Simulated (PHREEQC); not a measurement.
## Acid rinse or clean: an equilibrium model

Make-up at 20 °C: 0.87 mol/kgw H2SO4 and 0.0015 mol/kgw CuCl2. Closed to the air; pH follows from the charge balance.

All values are PHREEQC results (ion-association model, phreeqc.dat), not measurements.

Each row changes one thing in this solution. No solid was allowed to form.

| case | pH | ionic strength (mol/kgw) | HSO4- (mol/kgw) | SO4-2 (mol/kgw) |
|---|---|---|---|---|
| as made | 0.16 | 1.01 | 0.802 | 0.0672 |
| diluted 2-fold with water | 0.44 | 0.525 | 0.391 | ___ |
| CuCl2 from 0.0015 to 0.00075 mol/kgw | 0.16 | 1.01 | 0.803 | 0.0671 |
| H2SO4 from 0.87 to 0.957 mol/kgw | 0.12 | 1.10 | 0.885 | 0.0718 |
| CuCl2 replaced by (CH3)4NCl at the same molality | 0.16 | 1.01 | 0.803 | 0.0671 |
| temperature from 20 to 30 °C | 0.16 | ___ | ___ | 0.0560 |
| diluted 10-fold with water | 1.06 | ___ | 0.0673 | 0.0196 |
| CuCl2 from 0.0015 to 0.00165 mol/kgw | 0.16 | 1.01 | 0.802 | 0.0672 |
| CuCl2 left out | 0.16 | 1.00 | 0.803 | 0.0670 |

Task: Complete the blanks.

Result: 
- diluted 2-fold with water, SO4-2 (mol/kgw): 0.0442
- temperature from 20 to 30 °C, ionic strength (mol/kgw): 0.986
- temperature from 20 to 30 °C, HSO4- (mol/kgw): 0.814
- diluted 10-fold with water, ionic strength (mol/kgw): 0.127

The ionic strength passes 0.7 mol/kgw, the rough limit of the ion-association models, in as made; CuCl2 from 0.0015 to 0.00075 mol/kgw; H2SO4 from 0.87 to 0.957 mol/kgw; CuCl2 replaced by (CH3)4NCl at the same molality; temperature from 20 to 30 °C; CuCl2 from 0.0015 to 0.00165 mol/kgw; CuCl2 left out. Species that the database lacks are ignored.
